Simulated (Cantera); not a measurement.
Feed: 1 mol SiC, 0.026 mol N₂O, 1 mol H₂, 0.096 mol CO₂, at 13.3 mbar.

Method: chemical equilibrium by Gibbs-energy minimisation in Cantera with the NASA 1993 tables (ideal gas, pure condensed phases). Candidate condensed phases: C, C₆H₆, C₇H₈, C₈H₁₈, H₂O, Si, SiC, SiO₂, Si₂N₂O, Si₃N₄; 151 gas species. Mutual solubility and eutectic melting of coexisting phases are not modelled. The tables hold silica as quartz up to 1696 K and as liquid above; real silica turns to tridymite and cristobalite and melts near 1996 K. The numbers say what is thermodynamically allowed, not how fast it happens.

**Question.** At 1200 K, list the 3 most abundant gas species with their mole fractions, and the condensed phases.

**Answer.** H₂ 0.996, CO 0.00408, CH₄ 0.000209. Condensed: C(graphite) + SiC(s) + SiO₂(β-quartz) + Si₂N₂O(s).
